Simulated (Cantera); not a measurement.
A closed system holds: 1 mol C2F6, a varied amount of HCl, equilibrated at 950 K and 2.03 Torr.

Cantera equilibrium calculation (NASA polynomials, part measured and part estimated; ideal gas, pure solids and liquids). Candidate condensed phases: C, C6H6, C7H8, C8H18; 118 gas species. The feed counts by its element totals alone. Gases not in the tables: C2F6 and larger saturated fluorocarbons. Kinetics and transport are ignored.

**Question.** What share of the C ends up in condensed phases as a function of n(HCl) (mol), at 0.013, 0.025, 0.046, 0.088, 0.16, 0.31, 0.58, 1.1?

**Answer.** 
| n(HCl) (mol) | C condensed (%) | as |
|---|---|---|
| 0.013 | 25.1 | C(graphite) |
| 0.025 | 25.2 | C(graphite) |
| 0.046 | 25.4 | C(graphite) |
| 0.088 | 25.7 | C(graphite) |
| 0.16 | 26.2 | C(graphite) |
| 0.31 | 27.2 | C(graphite) |
| 0.58 | 28.8 | C(graphite) |
| 1.1 | 31.6 | C(graphite) |
